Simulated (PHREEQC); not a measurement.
# Acid rinse or clean: speciation

Dissolve 0.053 mol/kgw HCl, 0.0072 mol/kgw CaCl2 and 0.00059 mol/kgw CuCl2 at 70 °C. Closed to the air; pH follows from the charge balance.

Equilibrium calculation in PHREEQC: ion-association model, phreeqc.dat.

This is a speciation only: nothing precipitates in the calculation.

Task: Estimate the pH, specific conductance, density.

Result: pH 1.36; specific conductance 45200 µS/cm; density 0.979 g/cm³.

Task: In which forms is Cu present?

Result: Cu+2 66 %, CuCl+ 33 %, CuCl2 1.1 % of the Cu.

At this temperature some constants are extrapolated from 25 °C, and those without enthalpy data are left unchanged.
